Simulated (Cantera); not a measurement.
A perfectly stirred reactor is fed with NO : N2 = 1 : 0.62 (molar parts), at 0.450 bar; it is held at 1675 K, and followed from long to short residence time.

Cantera simulation using GRI-Mech 3.0 (53 species, 325 reactions); the numbers are that mechanism's predictions, not measurements.

Question: What does this change do: temperature 1675 to 1625 K?

Answer: 
```tsv
quantity	before	after
x(NO) at τ = 6.00 s	0.512	0.548
x(N2O) at τ = 6.00 s	9.58e-5	0.000107
x(O2) at τ = 6.00 s	0.0521	0.0339
x(NO2) at τ = 6.00 s	0.000580	0.000575
x(O) at τ = 6.00 s	1.24e-5	5.85e-6
x(NO) at τ = 88.0 ms	0.615	0.616
x(N2O) at τ = 88.0 ms	0.000125	0.000112
x(O2) at τ = 88.0 ms	0.000892	0.000462
x(NO2) at τ = 88.0 ms	0.000206	0.000200
x(O) at τ = 88.0 ms	4.16e-6	2.06e-6
```

Question: What does this change do: NO 1 to 0.53 parts?

Answer: 
```json
[
 {"quantity": "x(NO) at τ = 6.00 s", "before": "0.512", "after": "0.397"},
 {"quantity": "x(N2O) at τ = 6.00 s", "before": "9.58e-5", "after": "5.81e-5"},
 {"quantity": "x(O2) at τ = 6.00 s", "before": "0.0521", "after": "0.0315"},
 {"quantity": "x(NO2) at τ = 6.00 s", "before": "0.000580", "after": "0.000354"},
 {"quantity": "x(O) at τ = 6.00 s", "before": "1.24e-5", "after": "9.78e-6"},
 {"quantity": "x(NO) at τ = 88.0 ms", "before": "0.615", "after": "0.460"},
 {"quantity": "x(N2O) at τ = 88.0 ms", "before": "0.000125", "after": "7.00e-5"},
 {"quantity": "x(O2) at τ = 88.0 ms", "before": "0.000892", "after": "0.000492"},
 {"quantity": "x(NO2) at τ = 88.0 ms", "before": "0.000206", "after": "0.000131"},
 {"quantity": "x(O) at τ = 88.0 ms", "before": "4.16e-6", "after": "3.47e-6"}
]
```
